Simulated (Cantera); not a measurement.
Cantera run:

```python
import numpy as np
import cantera as ct

gas_names = """
    Electron H H+ H- HO2 H2 H2+ H2- H2O H2O+ H2O2 H3O+ O O+ O- OH OH+ OH- O2 O2+ O2- O3
""".split()
cond_names = """
    H2O(s) H2O(L)
""".split()


# ... load() reads the species with a 1 bar reference pressure and builds the phases ...
atoms = {
    'H2O': {'H': 2, 'O': 1},
    'O2': {'O': 2},
}
top_T = {}  # K; cautious upper limits of use, not melting points


# ... equilibrate(T, P, feed) seeds the gas with the atoms and calls Mixture.equilibrate('TP', solver="vcs", rtol=1e-11, max_steps=5000) ...
results = []
feed = {'H2O': 1, 'O2': 0.037}  # mol
P = 1000  # Pa
for T in [2500, 2750, 3000, 3250, 3500, 3750, 4000, 4250, 4500, 4750, 5000]:
    mix = equilibrate(T, P, feed)
    results.append((T, P, feed, dict(zip(mix.species_names, mix.species_moles))))

top = {s: max(r[3][s] / sum(r[3][g] for g in gas_names) for r in results) for s in gas_names}
cols = sorted((s for s in top if top[s] > 0.001), key=lambda s: -top[s])[:6]
seen = [c for c in cond_names if any(r[3].get(c, 0) > 1e-12 for r in results)]
print("log10 of partial pressures in bar; condensed amounts in mol")
print(f"{'T/K':>10s}" + "".join(f"{s[:9]:>10s}" for s in cols + seen))
for T, P, feed, n in results:
    ng = sum(n[g] for g in gas_names)
    print(f"{T:10.4g}" + "".join(f"{np.log10(max(n[s] / ng * P / 1e5, 1e-99)):10.3f}" for s in cols)
          + "".join(f"{n.get(c, 0):10.4g}" for c in seen))
```

It prints:

```
log10 of partial pressures in bar; condensed amounts in mol
       T/K         H       H2O         O        H2        OH        O2
      2500    -3.047    -2.234    -3.403    -2.895    -3.069    -3.128
      2750    -2.564    -2.603    -2.904    -2.799    -2.939    -3.103
      3000    -2.309    -3.335    -2.615    -3.015    -3.108    -3.338
      3250    -2.222    -4.346    -2.503    -3.457    -3.513    -3.801
      3500    -2.198    -5.379    -2.470    -3.938    -3.976    -4.326
      3750    -2.191    -6.322    -2.461    -4.384    -4.411    -4.820
      4000    -2.188    -7.161    -2.458    -4.782    -4.801    -5.262
      4250    -2.187    -7.906    -2.457    -5.136    -5.149    -5.656
      4500    -2.187    -8.570    -2.457    -5.452    -5.460    -6.007
      4750    -2.187    -9.165    -2.457    -5.735    -5.739    -6.321
      5000    -2.187    -9.701    -2.457    -5.990    -5.990    -6.604
```

Equilibrium computed with Cantera from the NASA thermochemical tables; the gas is ideal and each condensed phase is pure.
